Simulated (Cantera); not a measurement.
A freely propagating, adiabatic, planar premixed flame of 12.7 % CH₃OH, 15.9 % O₂, 71.4 % N₂, equivalence ratio 1.2, unburnt at 625 K and 1000000 Pa; mixture-averaged transport, grid criteria slope 0.08 and curve 0.16, no radiation.

Cantera simulation using GRI-Mech 3.0 (53 species, 325 reactions); the numbers are that mechanism's predictions, not measurements. GRI-Mech 3.0 was tuned for natural gas; its chemistry of methanol as a main component is partial and can be far from experiment. Burning velocities carry a grid error of a few per cent, more on coarse grids.

**Question.** Predict: laminar burning velocity; thermal thickness; peak x(HCN); peak x(H₂O₂); peak x(C₂H₄).

**Answer.** 
- laminar burning velocity: 77.4 cm/s
- thermal thickness: 0.0420 mm
- peak x(HCN): 3.16e-7
- peak x(H₂O₂): 0.00109
- peak x(C₂H₄): 9.98e-7
